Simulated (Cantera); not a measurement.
An isothermal, constant-pressure homogeneous reactor starts with 0.258 % CH₂O, 0.427 % O₂, 99.3 % N₂, at 1600 K and 5.00 bar.

Model: GRI-Mech 3.0 (53 species, 325 reactions), integrated in Cantera.

Predict: x(O₂) at 2.00 s; x(H₂O) at 2.00 s; x(NO) at 2.00 s; x(H₂) at 2.00 s.


```
Quantity                                             Value
----------------  ----------------------------------------
x(O₂) at 2.00 s    0.00169 (gas-phase equilibrium 0.00159)
x(H₂O) at 2.00 s   0.00258 (gas-phase equilibrium 0.00258)
x(NO) at 2.00 s   4.28e-6 (gas-phase equilibrium 0.000190)
x(H₂) at 2.00 s    1.88e-7 (gas-phase equilibrium 1.93e-7)
```
